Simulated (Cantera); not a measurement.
**Gas-phase reforming**

An isothermal, constant-pressure homogeneous reactor starts with 27.8 % CH4, 72.2 % CO2, at 1600 K and 13300 Pa.

Detailed kinetics in Cantera: GRI-Mech 3.0 (53 species, 325 reactions).

```
t (s)       x CH4  x CO2    x C2H6     x HCO      x H
--------  -------  -----  --------  --------  -------
0.000100    0.278  0.722   2.29e-8    <1e-12  1.62e-7
0.000555    0.278  0.722   3.23e-6  1.01e-11  1.93e-7
0.00308     0.276  0.722  0.000149   2.66e-9  7.02e-7
0.0171      0.254  0.711  0.000607   2.82e-8  6.30e-6
0.0949      0.167  0.623  0.000204   1.80e-8  1.90e-5
0.527      0.0417  0.369   3.52e-5   1.07e-8  2.88e-5
2.92       0.0108  0.212   3.07e-6   6.07e-9  5.49e-5
16.2      0.00329  0.140   1.65e-7   4.92e-9  6.20e-5
90.0      6.80e-7  0.131    <1e-12   5.09e-9  6.73e-5
```
x: mole fraction; the columns are a selection and need not sum to one.

Equilibrium at this temperature and pressure: CH4 6.77e-10, CO2 0.131, C2H6 <1e-12, HCO 5.10e-9, H 6.74e-5 (gas phase only).
